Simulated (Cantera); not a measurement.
Charge: 1 mol HgO, 0.41 mol H2, equilibrated at 1075 K and 710000 Pa.

Equilibrium computed with Cantera from the NASA thermochemical tables; the gas is ideal and each condensed phase is pure. Candidate condensed phases: H2O, Hg, HgO; 10 gas species. The numbers say what is thermodynamically allowed, not how fast it happens.

Task: What is the equilibrium state?

Result: 
* **x(Hg)**: 0.587
* **x(H2O)**: 0.240
* **x(O2)**: 0.173
* **gas amount**: 1.705 mol
* **log10 activity of Hg(l) (absent)**: -1.37
